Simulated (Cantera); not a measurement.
# Sublimation and decomposition of ceramics: MgO + C + H2

A closed system holds: 1 mol MgO, 0.0034 mol C, 0.02 mol H2, at 100 Torr.

These are equilibrium values from Cantera (NASA tables, ideal gas, pure condensed phases), not measurements of a reactor. Candidate condensed phases: C, C6H6, C7H8, C8H18, H2O, Mg, MgCO3, MgO, Mg(OH)2; 116 gas species. The tables' values for MgH are old estimates; treat these amounts as uncertain. Equilibrium is a limit: real reactors are often held back by kinetics, nucleation or transport.

```tsv
T (K)	x H2	x Mg	x H2O	x CO	x O2	x O	x H	x MgO	x OH	x MgOH	x CO2	n C(graphite)	n MgO(s)
1700	0.788	0.105	5.35e-6	0.106	<1e-12	<1e-12	0.000358	1.48e-10	1.26e-10	2.83e-7	2.10e-7	0.000720	0.997
1800	0.745	0.126	2.77e-5	0.127	<1e-12	1.83e-12	0.000847	1.95e-9	2.08e-9	1.43e-6	1.24e-6	0	0.997
1900	0.744	0.126	0.000149	0.127	<1e-12	5.83e-11	0.00187	1.95e-8	3.08e-8	6.19e-6	6.02e-6	0	0.997
2000	0.742	0.127	0.000668	0.127	<1e-12	1.30e-9	0.00384	1.55e-7	3.45e-7	2.30e-5	2.49e-5	0	0.997
2100	0.735	0.128	0.00255	0.126	3.16e-11	2.14e-8	0.00732	1.01e-6	3.02e-6	7.52e-5	8.84e-5	0	0.997
2200	0.720	0.133	0.00824	0.125	1.28e-9	2.65e-7	0.0131	5.50e-6	2.09e-5	0.000218	0.000270	0	0.996
2300	0.687	0.145	0.0221	0.122	3.34e-8	2.49e-6	0.0220	2.59e-5	0.000114	0.000567	0.000700	0	0.996
2400	0.628	0.168	0.0485	0.117	5.76e-7	1.80e-5	0.0345	0.000107	0.000490	0.00132	0.00152	0	0.995
2500	0.540	0.203	0.0879	0.109	7.02e-6	0.000105	0.0506	0.000391	0.00171	0.00279	0.00285	0	0.994
2600	0.430	0.248	0.136	0.0983	6.69e-5	0.000522	0.0690	0.00129	0.00503	0.00528	0.00479	0	0.992
2700	0.311	0.297	0.181	0.0857	0.000542	0.00230	0.0868	0.00391	0.0129	0.00899	0.00742	0	0.989
2800	0.198	0.345	0.207	0.0706	0.00390	0.00929	0.0997	0.0109	0.0293	0.0136	0.0106	0	0.984
2900	0.100	0.395	0.181	0.0501	0.0246	0.0341	0.0996	0.0282	0.0552	0.0176	0.0126	0	0.976
3000	0.0191	0.481	0.0535	0.0170	0.118	0.107	0.0598	0.0684	0.0556	0.0134	0.00642	0	0.918
```
x: gas mole fraction; n: condensed amount in mol.

At 1700 K the condensed part is C(graphite) + MgO(s). From 1800 K to 3000 K the condensed part is MgO(s). The main Mg-bearing gas is Mg throughout.
